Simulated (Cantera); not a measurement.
Mixture: CH4 : C2H6 : C3H8 : O2 : N2 = 1 : 0.18 : 0.39 : 3.52 : 13.2 (molar parts), at 0.553 atm, adiabatic and at constant pressure. Ignition delay is the time to a rise of 400 K.

Model: GRI-Mech 3.0 (53 species, 325 reactions), integrated in Cantera. GRI-Mech 3.0 was tuned for natural gas; its chemistry of propane as a main component is partial and can be far from experiment.

What does this change do: pressure from 0.553 atm to 0.987 atm?


| quantity | before | after |
|---|---|---|
| delay at 1298 K | 1.32 ms | 0.957 ms |
| delay at 1373 K | 0.519 ms | 0.369 ms |
| delay at 1448 K | 0.240 ms | 0.166 ms |
| delay at 1523 K | 0.128 ms | 85.7 µs |
| delay at 1598 K | 76.0 µs | 49.7 µs |
| delay at 1673 K | 49.5 µs | 31.6 µs |
| delay at 1748 K | 34.5 µs | 21.6 µs |
| apparent activation energy between 1598 and 1748 K | 120 kJ/mol | 130 kJ/mol |

What does this change do: N2 13.2 to 23 parts?


```
quantity                                                before       after
--------------------------------------------------  ----------  ----------
delay at 1298 K                                        1.32 ms     1.99 ms
delay at 1373 K                                       0.519 ms    0.781 ms
delay at 1448 K                                       0.240 ms    0.359 ms
delay at 1523 K                                       0.128 ms    0.190 ms
delay at 1598 K                                        76.0 µs    0.113 ms
delay at 1673 K                                        49.5 µs     73.1 µs
delay at 1748 K                                        34.5 µs     50.9 µs
apparent activation energy between 1598 and 1748 K  120 kJ/mol  120 kJ/mol
```

What does this change do: 0.81 parts H2 added?


```
quantity                                                before       after
--------------------------------------------------  ----------  ----------
delay at 1298 K                                        1.32 ms    0.846 ms
delay at 1373 K                                       0.519 ms    0.381 ms
delay at 1448 K                                       0.240 ms    0.192 ms
delay at 1523 K                                       0.128 ms    0.108 ms
delay at 1598 K                                        76.0 µs     66.1 µs
delay at 1673 K                                        49.5 µs     43.9 µs
delay at 1748 K                                        34.5 µs     31.0 µs
apparent activation energy between 1598 and 1748 K  120 kJ/mol  120 kJ/mol
```
